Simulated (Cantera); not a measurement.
A Cantera script and what it prints.

```python
import numpy as np
import cantera as ct

gas_names = [...]  # 76 gases of nasa_gas.yaml made of C, H
cond_names = """
    C(gr) C6H6(L) C7H8(L) C8H18(L),n-octa
""".split()


# ... load() reads the species with a 1 bar reference pressure and builds the phases ...
atoms = {
    'C': {'C': 1},
    'H2': {'H': 2},
}
top_T = {'C(gr)': 4500}  # K; cautious upper limits of use, not melting points


# ... equilibrate(T, P, feed) seeds the gas with the atoms and calls Mixture.equilibrate('TP', solver="vcs", rtol=1e-11, max_steps=5000) ...
results = []
feed = {'C': 1, 'H2': 27}  # mol
T = 1050  # K
for P in [10, 72, 520, 3700, 27000, 190000, 1400000, 10000000]:
    mix = equilibrate(T, P, feed)
    results.append((T, P, feed, dict(zip(mix.species_names, mix.species_moles))))

top = {s: max(r[3][s] / sum(r[3][g] for g in gas_names) for r in results) for s in gas_names}
cols = sorted((s for s in top if top[s] > 1e-05), key=lambda s: -top[s])[:9]
seen = [c for c in cond_names if any(r[3].get(c, 0) > 1e-12 for r in results)]
print("log10 of partial pressures in bar; condensed amounts in mol")
print(f"{'P/Pa':>10s}" + "".join(f"{s[:9]:>10s}" for s in cols + seen))
for T, P, feed, n in results:
    ng = sum(n[g] for g in gas_names)
    print(f"{P:10.4g}" + "".join(f"{np.log10(max(n[s] / ng * P / 1e5, 1e-99)):10.3f}" for s in cols)
          + "".join(f"{n.get(c, 0):10.4g}" for c in seen))
```

Result:

```
log10 of partial pressures in bar; condensed amounts in mol
      P/Pa        H2       CH4     C(gr)
        10    -4.000    -9.242    0.9998
        72    -3.143    -7.528    0.9989
       520    -2.284    -5.810     0.992
      3700    -1.433    -4.108    0.9432
   2.7e+04    -0.575    -2.393     0.601
   1.9e+05     0.262    -1.136         0
   1.4e+06     1.129    -0.269         0
     1e+07     1.983     0.585         0
```

These are equilibrium values from Cantera (NASA tables, ideal gas, pure condensed phases), not measurements of a reactor. The ideal-gas law is rough above about 30 bar.
